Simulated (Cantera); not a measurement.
Input: 1 mol SiF4, 25 mol H2O, 44 mol N2, at 1352 °C.

Method: chemical equilibrium by Gibbs-energy minimisation in Cantera with the NASA 1993 tables (ideal gas, pure condensed phases). Candidate condensed phases: H2O, Si, SiO2, Si2N2O, Si3N4; 58 gas species. The tables hold silica as quartz up to 1696 K and as liquid above; real silica turns to tridymite and cristobalite and melts near 1996 K. Gases not in the tables: Si(OH)4. Kinetics and transport are ignored.

x: gas mole fraction; n: condensed amount in mol.

```
P (Pa)   x N2  x H2O    x HF      x H2      x O2      x OH       x H  n SiO2(β-quartz)
------  -----  -----  ------  --------  --------  --------  --------  ----------------
5       0.617  0.314  0.0561   0.00702   0.00314   0.00158  0.000836             0.998
26      0.618  0.318  0.0562   0.00413   0.00179  0.000913  0.000281             1.000
140     0.619  0.321  0.0563   0.00239   0.00101  0.000521   9.21e-5             1.000
710     0.619  0.322  0.0563   0.00140  0.000582  0.000303   3.14e-5             1.000
3700    0.619  0.323  0.0563         …         …         …         …             1.000
19000   0.620  0.323  0.0563         …         …         …         …             1.000
100000  0.620  0.324  0.0563  0.000280  0.000105   5.74e-5   1.18e-6             1.000
```

Task: Fill in the missing entries.

Result: 
- 19000, x H2: 0.000480
- 19000, x O2: 0.000187
- 19000, x OH: 0.000101
- 19000, x H: 3.55e-6
- 3700, x H2: 0.000819
- 3700, x O2: 0.000330
- 3700, x OH: 0.000174
- 3700, x H: 1.05e-5
